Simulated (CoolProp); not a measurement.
Vapour-liquid equilibrium of acetone (1) + toluene (2) at 111.35 °C; x and y are mole fractions of (1).

Model: multi-fluid Helmholtz-energy mixture model, Lemmon 2006 and Lemmon 2006; pair parameters Bell 2016, in CoolProp.

**Question.** Give the bubble pressure and the first vapour's composition at x = 0.2, 0.8, 0.95. Is there an azeotrope?

**Answer.** x = 0.2: 2.096 bar, y = 0.576; x = 0.8: 4.232 bar, y = 0.926; x = 0.95: 4.756 bar, y = 0.982. No azeotrope shows between x = 0.05 and 0.95.

Pair parameters are fitted to limited data, so mixtures are less certain than the pure fluids.
